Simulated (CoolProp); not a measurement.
The numbers come from the reference Helmholtz-energy equation of state, Lemmon 2003 in CoolProp. It is a pseudo-pure fit of the blend.

Q: For R507A, give the phase and the cv (kJ/(kg K)), Prandtl number at 226.85 °C and 0.926 bar; 226.85 °C and 6.31 bar; 226.85 °C and 63.1 bar.

A: 
- 226.85 °C and 0.926 bar: gas; cv 1.08, Prandtl number 0.814
- 226.85 °C and 6.31 bar: gas; cv 1.08, Prandtl number 0.813
- 226.85 °C and 63.1 bar: supercritical; cv 1.11, Prandtl number 0.936

Viscosity comes from a separate model (Geller 2000). Thermal conductivity comes from a separate model (Geller 2001).
